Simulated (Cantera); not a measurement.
A freely propagating, adiabatic, planar premixed flame of 30.4 % H2, 13.9 % O2, 52.1 % N2, 3.65 % H2O, unburnt at 625 K and 4.93 atm; mixture-averaged transport, grid criteria slope 0.08 and curve 0.16, no radiation.

Model: the H2/O2 subset of GRI-Mech 3.0, which has no nitrogen chemistry, integrated in Cantera. The hydrogen kinetics of GRI-Mech 3.0 are dated; newer H2 mechanisms differ, most at raised pressure. Burning velocities carry a grid error of a few per cent, more on coarse grids.

Predict: laminar burning velocity; thermal thickness; peak x(OH); peak x(HO2); peak x(H).


```
Item                         Result
------------------------  ---------
laminar burning velocity   751 cm/s
thermal thickness         0.0581 mm
peak x(OH)                   0.0169
peak x(HO2)                 0.00104
peak x(H)                    0.0346
```
